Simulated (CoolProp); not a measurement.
Properties of ethanol along the isotherm 572.8 K.

The numbers come from the reference Helmholtz-energy equation of state, Schroeder 2014 in CoolProp.

```
p (MPa)  phase  density (kg/m³)  cp (kJ/(kg K))  isothermal compressibility (1/MPa)  expansivity (1/kK)  conductivity (mW/(m K))  fugacity coefficient
-------  -----  ---------------  --------------  ----------------------------------  ------------------  -----------------------  --------------------
0.261      gas            2.544           2.306                               3.860               1.809                     47.7                0.9926
0.522      gas            5.126           2.332                               1.945               1.875                     48.1                0.9853
0.783      gas            7.748           2.359                               1.307               1.943                     48.6                0.9779
1.04       gas            10.37           2.387                              0.9920               2.014                     49.1                0.9707
1.31       gas            13.17           2.417                              0.7945               2.092                     49.6                0.9632
1.57       gas            15.92           2.447                              0.6687               2.171                     50.1                0.9559
1.83       gas            18.71           2.478                              0.5789               2.253                     50.7                0.9486
2.09       gas            21.55           2.511                              0.5117               2.340                     51.2                0.9414
2.35       gas            24.44           2.545                              0.4595               2.431                     51.8                0.9341
2.61       gas            27.39           2.581                              0.4180               2.527                     52.4                0.9269
2.87       gas            30.40           2.618                              0.3842               2.629                     53.0                0.9197
3.13       gas            33.47           2.656                              0.3562               2.736                     53.7                0.9124
```

Thermal conductivity comes from a separate model (Assael 2013).
